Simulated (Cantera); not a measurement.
Input (Python, Cantera):

```python
import numpy as np
import cantera as ct

gas = ct.Solution("gri30.yaml")
gas.TPX = 1623, 1000000, {'CO': 1, 'H2': 0.035, 'O2': 0.784, 'N2': 2.95, 'CO2': 0.049}
reactor = ct.IdealGasReactor(gas, energy="on", clone=False)
net = ct.ReactorNet([reactor])
net.rtol, net.atol = 1e-08, 1e-16
show = ['CO', 'H2', 'O2', 'NO', 'N2O', 'HO2']
times = np.geomspace(4e-06, 1, 15)

steps = ct.SolutionArray(gas, extra=["t"])
rows = []
print(f"{'t/s':>10s}{'T/K':>9s}{'P/Pa':>11s}" + "".join(f"{s:>11s}" for s in show))
for t in times:
    while net.time < t:
        t_next = net.step()
        steps.append(gas.state, t=t_next)
    rows.append([np.interp(t, steps.t, y) for y in (steps.T, steps.P, *steps(*show).X.T)])
    print(f"{t:10.3e}{rows[-1][0]:9.1f}{rows[-1][1]:11.4g}" + "".join(f"{x:11.3e}" for x in rows[-1][2:]))
rate = np.gradient(steps.T, steps.t)
print("integrator steps:", len(steps.t))
if steps.T.max() > steps.T[0] + 200:
    print(f"time of steepest temperature rise: {steps.t[rate.argmax()]:.4e} s")
gas.TPX = 1623, 1000000, {'CO': 1, 'H2': 0.035, 'O2': 0.784, 'N2': 2.95, 'CO2': 0.049}
gas.equilibrate("UV")
print(f"equilibrium (UV): T = {gas.T:.1f} K  " + "  ".join(f"{s} {gas[s].X[0]:.3e}" for s in show))
```

Result:

```
       t/s      T/K       P/Pa         CO         H2         O2         NO        N2O        HO2
 4.000e-06   1675.3   1.03e+06  1.999e-01  2.703e-03  1.541e-01  2.401e-07  2.848e-07  1.308e-04
 9.719e-06   2260.0  1.347e+06  1.236e-01  3.422e-04  1.067e-01  5.725e-05  6.289e-06  3.756e-05
 2.362e-05   2882.8  1.653e+06  6.677e-02  2.418e-04  8.533e-02  2.093e-03  5.854e-06  9.286e-06
 5.738e-05   2998.4  1.704e+06  5.384e-02  2.024e-04  7.732e-02  9.466e-03  5.034e-06  9.160e-06
 1.394e-04   2986.9  1.696e+06  5.281e-02  2.024e-04  7.249e-02  1.890e-02  5.077e-06  8.604e-06
 3.388e-04   2979.7  1.691e+06  5.238e-02  2.028e-04  6.995e-02  2.392e-02  5.164e-06  8.299e-06
 8.231e-04   2978.9  1.691e+06  5.234e-02  2.028e-04  6.968e-02  2.447e-02  5.176e-06  8.265e-06
 2.000e-03   2978.9  1.691e+06  5.234e-02  2.028e-04  6.968e-02  2.447e-02  5.176e-06  8.265e-06
 4.860e-03   2978.9  1.691e+06  5.234e-02  2.028e-04  6.968e-02  2.447e-02  5.176e-06  8.265e-06
 1.181e-02   2978.9  1.691e+06  5.234e-02  2.028e-04  6.968e-02  2.447e-02  5.176e-06  8.265e-06
 2.869e-02   2978.9  1.691e+06  5.234e-02  2.028e-04  6.968e-02  2.447e-02  5.176e-06  8.265e-06
 6.971e-02   2978.9  1.691e+06  5.234e-02  2.028e-04  6.968e-02  2.447e-02  5.176e-06  8.265e-06
 1.694e-01   2978.9  1.691e+06  5.234e-02  2.028e-04  6.968e-02  2.447e-02  5.176e-06  8.265e-06
 4.116e-01   2978.9  1.691e+06  5.234e-02  2.028e-04  6.968e-02  2.447e-02  5.176e-06  8.265e-06
 1.000e+00   2978.9  1.691e+06  5.234e-02  2.028e-04  6.968e-02  2.447e-02  5.176e-06  8.265e-06
integrator steps: 1272
time of steepest temperature rise: 8.5591e-06 s
equilibrium (UV): T = 2978.9 K  CO 5.234e-02  H2 2.028e-04  O2 6.968e-02  NO 2.447e-02  N2O 5.176e-06  HO2 8.265e-06
```

Detailed kinetics in Cantera: GRI-Mech 3.0 (53 species, 325 reactions). The hydrogen kinetics of GRI-Mech 3.0 are dated; newer H2 mechanisms differ, most at raised pressure.
